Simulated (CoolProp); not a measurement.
A simple Rankine cycle with R1233zd(E): condensing at 288.15 K, boiler at 1.28 MPa, turbine inlet 384.6 K, turbine efficiency 0.6, pump efficiency 0.7, no recuperator. Each further row changes one setting.

Computed with CoolProp (reference Helmholtz-energy equation of state, Akasaka 2022).

```tsv
case	thermal efficiency (%)	net work (kJ/kg)	heat in (kJ/kg)	turbine exit temperature (K)	volume ratio over the turbine
as stated	11.5	(withheld)	256	(withheld)	15.7
turbine inlet 404.6 K	(withheld)	32.2	278	349.1	15.0
condensing temperature 280.15 K	12.4	33.0	266	321.8	21.4
boiler pressure 0.896 MPa	10.4	27.4	(withheld)	338.8	10.2
turbine efficiency 0.5	9.5	24.3	256	332.7	16.0
```

Task: Complete the blanks.

Result: 
- as stated, net work (kJ/kg): 29.4
- as stated, turbine exit temperature (K): 326.7
- turbine inlet 404.6 K, thermal efficiency (%): 11.6
- boiler pressure 0.896 MPa, heat in (kJ/kg): 265
